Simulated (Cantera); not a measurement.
Charge: 1 mol BCl3, 16 mol H2, at 900 K and 85.0 Pa.

Method: chemical equilibrium by Gibbs-energy minimisation in Cantera with the NASA 1993 tables (ideal gas, pure condensed phases). Candidate condensed phases: B; 13 gas species. Gases not in the tables: BHCl2. Rates play no part.

Base state: H2 0.891, HCl 0.0766, BCl3 0.0325 (mole fractions); condensed: B(s).

### Question
What changes in the equilibrium state with this change: 0.95 mol O2 added?

### Answer
```csv
species,before,after
H2,0.891,0.806
HCl,0.0766,0.171
H2O,0,0.0228
BCl3,0.0325,<1e-9
HBO2,0,1.31e-5
"B(s), mol",0.440,0
"B2O3(l), mol",0,0.500
```
Further candidate phases: B2O3, B3O3H3, H2O.
